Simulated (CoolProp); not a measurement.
A closed Brayton cycle with nitrogen: compressor inlet 325.15 K and 5.8 MPa, high pressure 13 MPa, turbine inlet 770 K, compressor efficiency 0.85, turbine efficiency 0.85, recuperator effectiveness 0 (on enthalpy, no pinch check). Each further row changes one setting.

Model: reference Helmholtz-energy equation of state, Span 2000, in CoolProp.

```tsv
case	thermal efficiency (%)	net work (kJ/kg)	compressor to turbine work	compressor exit (K)	turbine exit (K)
as stated	10.4	40.0	0.73	425.6	641.5
turbine inlet 720 K	9.3	30.5	0.78	425.6	598.6
compressor inlet 335.15 K	9.9	36.6	0.75	438.6	641.5
high pressure 11 MPa	8.9	36.4	0.69	402.8	666.1
recuperator effectiveness 0.5	15.0	40.0	0.73	425.6	641.5
```
